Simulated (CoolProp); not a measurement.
Vapour-liquid equilibrium of carbon monoxide (1) + methane (2) at 108.7 K; x and y are mole fractions of (1).

Values from CoolProp's multi-fluid Helmholtz-energy mixture model, Lemmon 2006 and Setzmann 1991; pair parameters Kunz 2012.

```csv
x,bubble pressure (MPa),y at the bubble point,dew pressure at overall composition x (MPa),liquid density (mol/L)
0.05,0.1300,0.413,0.08275,26.53
0.125,0.2101,0.656,0.08949,26.43
0.2,0.2912,0.766,0.09742,26.31
0.275,0.3706,0.827,0.1069,26.17
0.35,0.4461,0.866,0.1184,26.01
0.425,0.5167,0.893,0.1326,25.83
0.5,0.5819,0.912,0.1507,25.63
0.575,0.6423,0.928,0.1745,25.39
0.65,0.6993,0.941,0.2072,25.13
0.725,0.7546,0.952,0.2548,24.83
0.8,0.8105,0.964,0.3306,24.49
0.875,0.8698,0.976,0.4675,24.12
0.95,0.9353,0.990,0.7429,23.70
```

No azeotrope shows between x = 0.05 and 0.95.

Pair parameters are fitted to limited data, so mixtures are less certain than the pure fluids.
